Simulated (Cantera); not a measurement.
Cantera run:

```python
import numpy as np
import cantera as ct

gas_names = """
    CL CL2 Fe FeCL FeCL2 FeCL3 Fe2CL4 Fe2CL6 N N2
""".split()
cond_names = """
    Fe(a) Fe(c) Fe(d) Fe(L) FeCL2(s) FeCL2(L) FeCL3(s) FeCL3(L)
""".split()


# ... load() reads the species with a 1 bar reference pressure and builds the phases ...
atoms = {
    'FeCl3': {'Fe': 1, 'CL': 3},
    'N2': {'N': 2},
}
top_T = {}  # K; cautious upper limits of use, not melting points


# ... equilibrate(T, P, feed) seeds the gas with the atoms and calls Mixture.equilibrate('TP', solver="vcs", rtol=1e-11, max_steps=5000) ...
results = []
feed = {'FeCl3': 1, 'N2': 17}  # mol
P = 13332.2  # Pa
for T in [723, 873, 1023, 1173, 1323, 1473, 1623, 1773, 1923, 2073, 2223]:
    mix = equilibrate(T, P, feed)
    results.append((T, P, feed, dict(zip(mix.species_names, mix.species_moles))))
    x = sorted(zip(gas.X, gas.species_names), reverse=True)
    print(f"T = {T:g} K  P = {P:g} Pa  gas = {mix.phase_moles(0):.4g} mol")
    print("   x: " + "  ".join(f"{s} {v:.3e}" for v, s in x if v > 0.001))
    print("   condensed (mol): " + ("  ".join(f"{mix.phase(i).name} {mix.phase_moles(i):.4g}"
          for i in range(1, mix.n_phases) if mix.phase_moles(i) > 1e-12) or "none"))
```

It prints:

```
T = 723 K  P = 13332.2 Pa  gas = 17.61 mol
   x: N2 9.656e-01  Fe2CL6 2.201e-02  FeCL3 1.188e-02
   condensed (mol): FeCL2(s) 0.01527
T = 873 K  P = 13332.2 Pa  gas = 17.92 mol
   x: N2 9.486e-01  FeCL3 4.306e-02  Fe2CL6 5.351e-03  FeCL2 1.902e-03  CL2 1.017e-03
   condensed (mol): none
T = 1023 K  P = 13332.2 Pa  gas = 18.07 mol
   x: N2 9.405e-01  FeCL3 4.549e-02  FeCL2 8.922e-03  CL2 4.493e-03
   condensed (mol): none
T = 1173 K  P = 13332.2 Pa  gas = 18.21 mol
   x: N2 9.336e-01  FeCL3 3.274e-02  FeCL2 2.201e-02  CL2 1.056e-02
   condensed (mol): none
T = 1323 K  P = 13332.2 Pa  gas = 18.38 mol
   x: N2 9.249e-01  FeCL2 3.620e-02  FeCL3 1.814e-02  CL2 1.554e-02  CL 5.181e-03
   condensed (mol): none
T = 1473 K  P = 13332.2 Pa  gas = 18.58 mol
   x: N2 9.152e-01  FeCL2 4.574e-02  CL 1.617e-02  CL2 1.480e-02  FeCL3 8.068e-03
   condensed (mol): none
T = 1623 K  P = 13332.2 Pa  gas = 18.78 mol
   x: N2 9.054e-01  FeCL2 5.025e-02  CL 3.247e-02  CL2 8.897e-03  FeCL3 2.993e-03
   condensed (mol): none
T = 1773 K  P = 13332.2 Pa  gas = 18.92 mol
   x: N2 8.987e-01  FeCL2 5.189e-02  CL 4.492e-02  CL2 3.488e-03
   condensed (mol): none
T = 1923 K  P = 13332.2 Pa  gas = 18.97 mol
   x: N2 8.960e-01  FeCL2 5.239e-02  CL 5.013e-02  CL2 1.135e-03
   condensed (mol): none
T = 2073 K  P = 13332.2 Pa  gas = 18.99 mol
   x: N2 8.952e-01  FeCL2 5.254e-02  CL 5.179e-02
   condensed (mol): none
T = 2223 K  P = 13332.2 Pa  gas = 19 mol
   x: N2 8.948e-01  FeCL2 5.251e-02  CL 5.244e-02
   condensed (mol): none
```

Method: chemical equilibrium by Gibbs-energy minimisation in Cantera with the NASA 1993 tables (ideal gas, pure condensed phases).
